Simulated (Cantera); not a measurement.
A perfectly stirred reactor is fed with 5.01 % CH4, 0.501 % H2, 18.3 % O2, 69.1 % N2, 7.01 % CO2, equivalence ratio 0.56, at 2100 Torr; it is adiabatic with a 425 K inlet, and is followed from long to short residence time, starting on the burning branch (τ in s: 0.024, 0.014, 0.0082, 0.0047, 0.0027, 0.0016, 0.00092, 0.00054, 0.00031, 0.00018, 0.0001, 6.1e-05, 3.5e-05).

Computed with Cantera and GRI-Mech 3.0 (53 species, 325 reactions).

Question: Predict: blow-out, bracketed by the residence times tried; x(CH4) at τ = 24.0 ms; x(H2) at τ = 24.0 ms; x(O2) at τ = 24.0 ms; x(H2O2) at τ = 24.0 ms; x(O) at τ = 24.0 ms; x(CH4) at τ = 0.920 ms; x(H2) at τ = 0.920 ms; x(O2) at τ = 0.920 ms.

Answer: 
- blow-out, bracketed by the residence times tried = burning at 1.60 ms, out at 0.920 ms
- x(CH4) at τ = 24.0 ms = 4.72e-5
- x(H2) at τ = 24.0 ms = 6.10e-5
- x(O2) at τ = 24.0 ms = 0.0812
- x(H2O2) at τ = 24.0 ms = 2.21e-7
- x(O) at τ = 24.0 ms = 4.79e-5
- x(CH4) at τ = 0.920 ms = 0.0501
- x(H2) at τ = 0.920 ms = 0.00501
- x(O2) at τ = 0.920 ms = 0.183
